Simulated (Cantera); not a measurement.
What does this Cantera script print?

```python
import numpy as np
import cantera as ct

gas_names = """
    Br Br2 H HBr HO2 H2 H2O H2O2 O OH O2 O3
""".split()
cond_names = """
    Br2(cr) Br2(L) H2O(s) H2O(L)
""".split()


# ... load() reads the species with a 1 bar reference pressure and builds the phases ...
atoms = {
    'HBr': {'H': 1, 'Br': 1},
    'O2': {'O': 2},
    'H2': {'H': 2},
}
top_T = {}  # K; cautious upper limits of use, not melting points


# ... equilibrate(T, P, feed) seeds the gas with the atoms and calls Mixture.equilibrate('TP', solver="vcs", rtol=1e-11, max_steps=5000) ...
results = []
feed = {'HBr': 1, 'O2': 0.02, 'H2': 0.82}  # mol
P = 1000  # Pa
for T in [1225, 1300, 1375, 1450, 1525, 1600, 1675, 1750, 1825, 1900, 1975, 2050]:
    mix = equilibrate(T, P, feed)
    results.append((T, P, feed, dict(zip(mix.species_names, mix.species_moles))))

top = {s: max(r[3][s] / sum(r[3][g] for g in gas_names) for r in results) for s in gas_names}
cols = sorted((s for s in top if top[s] > 1e-06), key=lambda s: -top[s])[:7]
seen = [c for c in cond_names if any(r[3].get(c, 0) > 1e-12 for r in results)]
print("log10 of partial pressures in bar; condensed amounts in mol")
print(f"{'T/K':>10s}" + "".join(f"{s[:9]:>10s}" for s in cols + seen))
for T, P, feed, n in results:
    ng = sum(n[g] for g in gas_names)
    print(f"{T:10.4g}" + "".join(f"{np.log10(max(n[s] / ng * P / 1e5, 1e-99)):10.3f}" for s in cols)
          + "".join(f"{n.get(c, 0):10.4g}" for c in seen))
```

It prints:

```
log10 of partial pressures in bar; condensed amounts in mol
       T/K       HBr        H2        Br       H2O         H        OH       Br2
      1225    -2.261    -2.368    -5.029    -3.658    -7.690   -11.022    -7.461
      1300    -2.262    -2.367    -4.654    -3.658    -7.140   -10.315    -7.197
      1375    -2.265    -2.367    -4.321    -3.659    -6.648    -9.686    -6.964
      1450    -2.270    -2.365    -4.024    -3.660    -6.207    -9.122    -6.761
      1525    -2.278    -2.363    -3.761    -3.662    -5.808    -8.615    -6.587
      1600    -2.291    -2.360    -3.528    -3.665    -5.445    -8.157    -6.441
      1675    -2.311    -2.355    -3.324    -3.669    -5.113    -7.742    -6.326
      1750    -2.339    -2.349    -3.148    -3.674    -4.808    -7.365    -6.242
      1825    -2.376    -2.342    -2.999    -3.681    -4.527    -7.022    -6.189
      1900    -2.423    -2.334    -2.874    -3.690    -4.268    -6.708    -6.167
      1975    -2.480    -2.328    -2.772    -3.699    -4.028    -6.420    -6.173
      2050    -2.546    -2.323    -2.690    -3.710    -3.806    -6.155    -6.204
```

Method: chemical equilibrium by Gibbs-energy minimisation in Cantera with the NASA 1993 tables (ideal gas, pure condensed phases).
